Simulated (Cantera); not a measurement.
A perfectly stirred reactor is fed with 8.33 % CH₄, 91.7 % H₂, at 0.975 Torr; it is held at 1825 K, and followed from long to short residence time.

Computed with Cantera and GRI-Mech 3.0 (53 species, 325 reactions). GRI-Mech 3.0 stops at C3 and has no aromatics, soot or wall deposition, so with more carbon than oxygen in the feed, carbon stays in small species such as C2H2 where larger ones or solid carbon would form. Radical loss at walls, strong at low pressure, is not modelled.

Problem. Predict: x(CH₄) at τ = 15.0 s; x(H₂) at τ = 15.0 s; x(C₂H) at τ = 15.0 s; x(H) at τ = 15.0 s; x(C₂H₂) at τ = 15.0 s; x(CH₄) at τ = 45.0 ms; x(H₂) at τ = 45.0 ms; x(H) at τ = 45.0 ms; x(C₂H₂) at τ = 45.0 ms.

Solution. 
- x(CH₄) at τ = 15.0 s: 0.00796
- x(H₂) at τ = 15.0 s: 0.953
- x(C₂H) at τ = 15.0 s: 1.43e-6
- x(H) at τ = 15.0 s: 0.00409
- x(C₂H₂) at τ = 15.0 s: 0.0344
- x(CH₄) at τ = 45.0 ms: 0.0821
- x(H₂) at τ = 45.0 ms: 0.916
- x(H) at τ = 45.0 ms: 0.000452
- x(C₂H₂) at τ = 45.0 ms: 8.42e-5
